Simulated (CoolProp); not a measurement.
Properties of cis-2-butene along the isotherm 525 K (Tc = 435.8 K, pc = 4.236 MPa, ω = 0.202).

The numbers come from the reference Helmholtz-energy equation of state, Lemmon 2005 in CoolProp. It is a short technical equation, of lower accuracy than the large ones.

```tsv
p (MPa)	phase	density (kg/m³)	cp (kJ/(kg K))	cv (kJ/(kg K))	isothermal compressibility (1/MPa)
3.53	gas	54.39	2.533	2.194	0.3425
7.06	supercritical	137.0	3.082	2.251	0.2083
10.6	supercritical	242.7	3.532	2.274	0.1111
14.1	supercritical	315.0	3.324	2.262	0.04864
17.7	supercritical	358.5	3.142	2.253	0.02684
21.2	supercritical	387.0	3.037	2.249	0.01798
24.7	supercritical	408.5	2.969	2.247	0.01331
28.2	supercritical	425.7	2.921	2.246	0.01049
31.8	supercritical	440.5	2.885	2.247	0.008581
35.3	supercritical	452.8	2.858	2.247	0.007271
38.8	supercritical	463.6	2.837	2.248	0.006298
42.4	supercritical	473.6	2.819	2.250	0.005530
```
